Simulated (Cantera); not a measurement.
Mixture: CO : H2 : CH4 : O2 : N2 = 1 : 0.77 : 0.51 : 4.43 : 23.5 (molar parts), at 0.660 bar, adiabatic and at constant pressure. Ignition delay is the time to a rise of 400 K.

Detailed kinetics in Cantera: GRI-Mech 3.0 (53 species, 325 reactions). Below about 1000 K GRI-Mech 3.0 lacks low-temperature oxidation paths. Where the delays flatten at high temperature, the 400 K rule measures the pace of heat release, not the induction time.

Q: What does this change do: pressure from 0.660 bar to 1.01 bar?

A: 
| quantity | before | after |
|---|---|---|
| delay at 950 K | 12.6 ms | 16.9 ms |
| delay at 1100 K | 1.22 ms | 1.02 ms |
| delay at 1250 K | 0.398 ms | 0.275 ms |
| delay at 1400 K | 0.242 ms | 0.147 ms |
| delay at 1550 K | 0.208 ms | 0.114 ms |

Q: What does this change do: pressure from 0.660 bar to 1.00 bar?

A: 
```tsv
quantity	before	after
delay at 950 K	12.6 ms	16.7 ms
delay at 1100 K	1.22 ms	1.02 ms
delay at 1250 K	0.398 ms	0.278 ms
delay at 1400 K	0.242 ms	0.150 ms
delay at 1550 K	0.208 ms	0.116 ms
```
